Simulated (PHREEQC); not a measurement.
Dissolve 1 mmol/kgw ZnCl2, 7.1 mmol/kgw H3BO3 and 0.74 mmol/kgw Na2SO4 at 20 °C. It is in equilibrium with CO2 at log p = -2 (atm). Otherwise closed; pH follows from the charge balance.

Computed with PHREEQC (ion-association model, wateq4f.dat).

Q: The ionic strength comes out as 0.00491 mol/kgw. What activity coefficients do Zn+2, NaSO4-, Cl-, ZnHCO3+, Na+ get?

A: Zn+2 0.75, NaSO4- 0.93, Cl- 0.93, ZnHCO3+ 0.93, Na+ 0.93.

This is a speciation only: nothing precipitates in the calculation. Complexes and solids missing from the database can't appear.
